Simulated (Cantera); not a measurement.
A perfectly stirred reactor is fed with CH₄ : CO : O₂ : N₂ : CO₂ = 1 : 0.31 : 4.9 : 18.4 : 4.5 (molar parts), at 3.10 bar; it is adiabatic with a 823 K inlet, and is followed from long to short residence time, starting on the burning branch (τ in s: 0.34, 0.13, 0.046, 0.017, 0.0061, 0.0022, 0.00081, 0.0003, 0.00011, 4e-05).

Cantera simulation using GRI-Mech 3.0 (53 species, 325 reactions); the numbers are that mechanism's predictions, not measurements.

What does this change do: inlet temperature 823 to 523 K?


```tsv
quantity	before	after
blow-out, bracketed by the residence times tried	burning at 0.810 ms, out at 0.300 ms	burning at 46.0 ms, out at 17.0 ms
x(CH₄) at τ = 0.340 s	4.96e-6	4.15e-5
x(CO) at τ = 0.340 s	0.000117	0.000503
x(O₂) at τ = 0.340 s	0.0948	0.0951
x(C₂H₄) at τ = 0.340 s	1.95e-9	4.02e-7
x(HO₂) at τ = 0.340 s	8.15e-7	4.92e-6
x(CH₄) at τ = 2.20 ms	0.000164	0.0344
x(CO) at τ = 2.20 ms	0.00389	0.0106
x(O₂) at τ = 2.20 ms	0.0967	0.168
x(C₂H₄) at τ = 2.20 ms	2.15e-7	<1e-12
x(HO₂) at τ = 2.20 ms	2.12e-5	<1e-12
```
